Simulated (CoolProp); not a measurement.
Ammonia along the isobar 9.94 MPa: density (kg/m³) from the reference equation and from simpler models built on Tc = 405.6 K, pc = 11.36 MPa, ω = 0.256; each cubic takes its own stable root.

Model: reference Helmholtz-energy equation of state, Gao 2020, in CoolProp.

```csv
T (K),phase,reference,van der Waals,Soave-Redlich-Kwong,Peng-Robinson
384.8,liquid,435.5,233.8,320.8,360.8
412.6,gas,83.37,76.01,78.57,82.15
440.4,gas,64.46,63.16,62.39,64.65
468.3,gas,55.16,55.42,53.83,55.51
496.1,gas,49.11,49.93,48.09,49.42
523.9,gas,44.67,45.69,43.82,44.91
551.7,gas,41.20,42.27,40.45,41.37
579.5,gas,38.37,39.43,37.68,38.47
607.3,gas,35.99,37.00,35.36,36.04
635.2,gas,33.95,34.90,33.36,33.95
663,gas,32.17,33.06,31.62,32.15
```
